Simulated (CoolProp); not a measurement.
Vapour-liquid equilibrium of R125 (1) + propylene (2) at 2.11 bar; x and y are mole fractions of (1).

Model: multi-fluid Helmholtz-energy mixture model, Lemmon 2005 and Lemmon 2013; pair parameters Bell 2016, in CoolProp.

Task: Give the bubble temperature and the first vapour's composition at x = 0.125, 0.425, 0.65. Is there an azeotrope?

Result: x = 0.125: -35.0 °C, y = 0.257; x = 0.425: -38.0 °C, y = 0.475; x = 0.65: -37.9 °C, y = 0.581. y crosses x between x = 0.5 and 0.575: the model has an azeotrope there.

The pair parameters rest on a limited set of measurements; away from them the model extrapolates.
